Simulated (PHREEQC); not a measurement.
Consider water at 20 °C with 0.46 mol HNO3, 0.0006 mol Fe(NO3)3 and 0.037 mol KH2PO4 per kg of water. It is in equilibrium with CO2 at log p = -3.4 (atm). Otherwise closed; pH follows from the charge balance.

All values are PHREEQC results (ion-association model, wateq4f.dat), not measurements.

Q: The ionic strength comes out as 0.464 mol/kgw. What activity coefficients do K+, NO3-, FeH2PO4+2, H+, H2PO4- get?

A: K+ 0.65, NO3- 0.62, FeH2PO4+2 0.24, H+ 0.77, H2PO4- 0.70.

This is a speciation only: nothing precipitates in the calculation. Species that the database lacks are ignored. H3PO4, which wateq4f.dat lacks, is added to it with the constant of phreeqc.dat.
